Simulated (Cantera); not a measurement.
A closed system holds: 1 mol B₂O₃, 14 mol F₂, 0.27 mol H₂, held at 1477 °C and 1.00 bar.

Method: chemical equilibrium by Gibbs-energy minimisation in Cantera with the NASA 1993 tables (ideal gas, pure condensed phases). Candidate condensed phases: B, B₂O₃, B₃O₃H₃, H₂O; 43 gas species. Rates play no part.

Base state: F 0.826, BF₃ 0.0795, O₂ 0.0596, HF 0.0215, F₂ 0.0135, FO 7.99e-5, O 1.83e-5, FO₂ 1.10e-5 (mole fractions); condensed: gas only.

Task: What changes in the equilibrium state with this change: B₂O₃ replaced by MgO?

Result: 
```
species        before    after
------------  -------  -------
F               0.826    0.941
HF             0.0215   0.0207
O₂             0.0596   0.0191
BF₃            0.0795        0
F₂             0.0135   0.0175
MgF₂                0  0.00210
FO₂           1.10e-5  4.02e-6
O             1.83e-5  1.03e-5
FO            7.99e-5  5.16e-5
MgF₂(l), mol        0    0.945
```
Further candidate phases: Mg, MgF₂, MgO, Mg(OH)₂.
